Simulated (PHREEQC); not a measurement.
Solution (25 °C): 0.0011 mol Cu(NO3)2 and 0.13 mol FeCl3 per kg of water. Closed to the air; pH follows from the charge balance.

The numbers come from PHREEQC with the ion-association model, phreeqc.dat.

Precipitation was switched off in this run.

**Question.** What pH, activity of water does the model give?

**Answer.** pH 1.86; activity of water 0.993.

**Question.** In which forms is Cl present?

**Answer.** Cl- 74 %, FeCl+2 17 %, FeCl2+ 9.1 % of the Cl.

The solution is supersaturated, for example in Hematite (slow to form), Goethite (slow to form), so a real one may precipitate; this is no full list.
